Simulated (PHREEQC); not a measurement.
Solution (25 °C): 18 mmol/kgw HF, 3 mmol/kgw (CH3)4NF and 99 mmol/kgw H2SiF6. Closed to the air; pH follows from the charge balance.

All values are PHREEQC results (ion-association model, phreeqc.dat), not measurements.

```csv
quantity,before,after
pH,0.82,2.75
ionic strength (mol/kgw),0.297,0.00253
HF (mol/kgw),0.0210,0.00178
F- (mol/kgw),0.000146,0.000697
H4SiO4 (mol/kgw),3.16e-5,0.000379
HF2- (mol/kgw),1.16e-5,4.75e-6
SI of Quartz (SiO2),-0.49,+0.56
```

**Question.** What was changed between the two runs?
(A) (CH3)4NF from 0.003 to 0.015 mol/kgw
(B) diluted 100-fold with water
(C) diluted 5-fold with water
(D) HF from 0.018 to 0.036 mol/kgw
(E) temperature from 25 to 40 °C

**Answer.** B, diluted 100-fold with water

No solid was allowed to form. Some of these states are supersaturated (in Quartz (slow to form), Chalcedony (slow to form), for instance). (CH3)4N+ isn't in the database: it is added as a free cation with an ion size of 4 Å. SiF6-2 is the database's only silicon fluoride.
